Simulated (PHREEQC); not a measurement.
# Acid mine or pickling water (model solution)

A made-up water analysis in mg/L, 25 °C, pH 2.35, pe 9.3:

```csv
constituent,mg/L
Na,366
K,12.6
Ca,516
Mg,5.19
Cl,570
S(6) as SO4,1810
Mn(2),0.249
Zn,1.07
```

Cl is adjusted to close the charge balance.
Valence states are taken as typed.

Model: ion-association model, wateq4f.dat, run in PHREEQC.

| Item | Value |
|---|---|
| ionic strength | 0.0598 mol/kgw |
| total alkalinity | -8.13 meq/kg |

| species | molality | activity | log γ |
|---|---|---|---|
| Na+ | 0.0156 | 0.0127 | -0.090 |
| Cl- | 0.0129 | 0.0103 | -0.096 |
| SO4-2 | 0.0116 | 0.00508 | -0.358 |
| Ca+2 | 0.00881 | 0.00397 | -0.346 |
| H+ | 0.00528 | 0.00447 | -0.072 |
| CaSO4 | 0.00397 | 0.00403 | 0.006 |
| HSO4- | 0.00272 | 0.00221 | -0.092 |
| NaSO4- | 0.000394 | 0.000322 | -0.087 |
| K+ | 0.000312 | 0.000250 | -0.096 |
| Mg+2 | 0.000139 | 6.43e-5 | -0.334 |
| CaHSO4+ | 0.000130 | 0.000105 | -0.091 |
| MgSO4 | 7.55e-5 | 7.65e-5 | 0.006 |
| KSO4- | 1.09e-5 | 8.93e-6 | -0.087 |
| Zn+2 | 1.02e-5 | 4.70e-6 | -0.337 |
| ZnSO4 | 5.52e-6 | 5.60e-6 | 0.006 |
| Mn+2 | 3.17e-6 | 1.46e-6 | -0.337 |

Precipitation was switched off in this run.
